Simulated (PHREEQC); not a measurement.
Make-up at 25 °C: 2.5 mmol/kgw LiOH and 0.067 mmol/kgw Na2CO3. Closed to the air; pH follows from the charge balance.

The numbers come from PHREEQC with the ion-association model, phreeqc.dat.

```csv
quantity,before,after
pH,11.37,9.69
ionic strength (mol/kgw),0.00270,0.00265
```

Task: Name the change that produced these shifts.
A. LiOH left out
B. Na2CO3 from 6.7e-05 to 3.35e-05 mol/kgw
C. Na2CO3 left out
D. diluted 5-fold with water
E. LiOH replaced by LiBr at the same molality

Result: E, LiOH replaced by LiBr at the same molality

No solid was allowed to form.
